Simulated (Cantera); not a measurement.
A closed system holds: 1 mol V2O3, 350 mol H2, 0.55 mol N2, held at 1750 K and 13.3 mbar.

Cantera equilibrium calculation (NASA polynomials, part measured and part estimated; ideal gas, pure solids and liquids). Candidate condensed phases: H2O, V, VN, VO, V2O3, V2O4, V2O5; 28 gas species. VO: taken at fixed stoichiometry. Rates play no part.

Base state: H2 0.994, H2O 0.00285, H 0.00201, N2 0.00157 (mole fractions); condensed: VO(s).

Task: What changes in the equilibrium state with this change: temperature from 1750 K to 2025 K?

Result: 
```
species      before     after
----------  -------  --------
H2            0.994     0.979
H           0.00201    0.0165
H2O         0.00285   0.00273
VO          1.68e-6  0.000213
V           6.68e-8   3.41e-5
VO2         2.80e-6  0.000127
N2          0.00157   0.00156
VO(s), mol     2.00      1.87
```
